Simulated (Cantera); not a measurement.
Gas mixture: 100 % N2O, at 260000 Pa, frozen composition.

Cantera's kinetic-theory transport with the Lennard-Jones parameters of GRI-Mech 3.0, ideal gas; thermal conductivity in the mixture-averaged form. The composition is frozen, though it would react at the higher temperatures.

One state of this run: ρ (kg/m³) = 2.29; cp (J/kg/K) = 1101; μ (µPa s) = 27.3; λ (mW/m/K) = 40.7; Pr = 0.739; D (cm²/s) CH4 = 0.234; D (cm²/s) H = 1.34; D (cm²/s) OH = 0.324. D: mixture-averaged diffusion coefficient of that species in the mixture.

Question: Which value of T (K) does it belong to?
A. 600
B. 1200
C. 400
D. 800

Answer: A, 600
